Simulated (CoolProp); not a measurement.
The fluid at 214.48 K and 0.514 MPa is throttled through a valve to 0.302 MPa with no heat exchange. The same conditions are run with several fluids, on thermodynamics alone (safety and materials aside).

Values from CoolProp's reference Helmholtz-energy equation of state of each fluid (fluorine: de Reuck 1990; normal hydrogen: Leachman 2009; oxygen: Schmidt 1985; CF4 (R14): Platzer 1990; methane: Setzmann 1991). The equations of Platzer and Polt are older, rougher fits.

Rank fluorine, normal hydrogen, oxygen, CF4 (R14), methane by temperature change (K), highest first.

normal hydrogen (+0.0), fluorine (-0.8), oxygen (-1.0), methane (-1.8), CF4 (R14) (-2.6)

```
fluid            final density (kg/m³)
---------------  ---------------------
fluorine                          6.49
normal hydrogen                  0.341
oxygen                            5.49
CF4 (R14)                         15.6
methane                           2.78
```
